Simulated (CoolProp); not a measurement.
The fluid at 353.06 K and 0.804 MPa flows at 2.9 m/s in a round tube of 1 mm bore and 45 µm roughness, fully developed (64/Re and Nu = 3.66 if laminar; Colebrook and Gnielinski if turbulent). The same conditions are run with several fluids, on thermodynamics alone (safety and materials aside).

Model: reference Helmholtz-energy equation of state of each fluid (carbon dioxide: Span 1996; normal hydrogen: Leachman 2009; R507A: Lemmon 2003), in CoolProp. Blends and air are pseudo-pure fits.

```json
[
 {"fluid": "carbon dioxide", "Reynolds number": "2030", "Darcy friction factor": "0.0315", "pressure drop (Pa/m)": "1630", "heat-transfer coefficient (W/(m² K))": "77.9", "mass flow (kg/h)": "0.101"},
 {"fluid": "normal hydrogen", "Reynolds number": "159", "Darcy friction factor": "0.402", "pressure drop (Pa/m)": "929", "heat-transfer coefficient (W/(m² K))": "775", "mass flow (kg/h)": "0.00451"},
 {"fluid": "R507A", "Reynolds number": "5800", "Darcy friction factor": "0.0722", "pressure drop (Pa/m)": "8880", "heat-transfer coefficient (W/(m² K))": "761", "mass flow (kg/h)": "0.240"}
]
```

Transport values come from each fluid's own correlations.
